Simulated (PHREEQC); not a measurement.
Make-up at 20 °C: 9.2 mmol/kgw MnCl2. Closed to the air; pH follows from the charge balance.

Equilibrium calculation in PHREEQC: ion-association model, phreeqc.dat.

No solid was allowed to form.

**Question.** Estimate the pH.

**Answer.** pH 6.52.

**Question.** In which forms is Mn present?

**Answer.** Mn+2 96 %, MnCl+ 3.9 % of the Mn.
